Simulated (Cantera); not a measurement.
# Equilibrium for carbon deposition, reforming and gasification: C3H6 + CO2 + N2

Feed: 1 mol C3H6, 0.27 mol CO2, 0.92 mol N2, equilibrated at 16.0 Pa.

Method: chemical equilibrium by Gibbs-energy minimisation in Cantera with the NASA 1993 tables (ideal gas, pure condensed phases). Candidate condensed phases: C, C6H6, C7H8, C8H18, H2O; 136 gas species. Rates play no part.

```csv
T (°C),x H2,x N2,x CO,x H2O,x CO2,x CH4,x HCN,x H,n C(graphite)
325,0.672,0.224,0.0183,0.0439,0.0346,0.00721,4.01e-11,<1e-12,3.02
375,0.681,0.215,0.0593,0.0178,0.0247,0.00202,3.18e-10,<1e-12,2.90
425,0.675,0.209,0.103,0.00508,0.00742,0.000647,1.86e-9,1.47e-12,2.78
475,0.673,0.207,0.118,0.00122,0.00132,0.000240,8.63e-9,1.87e-11,2.74
525,0.673,0.206,0.120,0.000319,0.000244,0.000101,3.32e-8,1.73e-10,2.73
575,0.673,0.206,0.121,9.60e-5,5.34e-5,4.64e-5,1.09e-7,1.23e-9,2.73
625,0.673,0.206,0.121,3.29e-5,1.38e-5,2.32e-5,3.13e-7,7.10e-9,2.73
675,0.673,0.206,0.121,1.26e-5,4.11e-6,1.24e-5,8.02e-7,3.40e-8,2.73
725,0.673,0.206,0.121,5.32e-6,1.39e-6,7.06e-6,1.87e-6,1.39e-7,2.73
775,0.673,0.206,0.121,2.44e-6,5.20e-7,4.23e-6,4.02e-6,5.01e-7,2.73
825,0.673,0.206,0.121,1.20e-6,2.14e-7,2.65e-6,8.06e-6,1.60e-6,2.73
875,0.673,0.206,0.121,6.26e-7,9.54e-8,1.72e-6,1.52e-5,4.64e-6,2.73
925,0.673,0.206,0.121,3.46e-7,4.56e-8,1.16e-6,2.71e-5,1.23e-5,2.73
```
x: gas mole fraction; n: condensed amount in mol.

From 325 °C to 925 °C the condensed part is C(graphite). The main C-bearing gas is CO2 at 325 °C and CO at 925 °C.
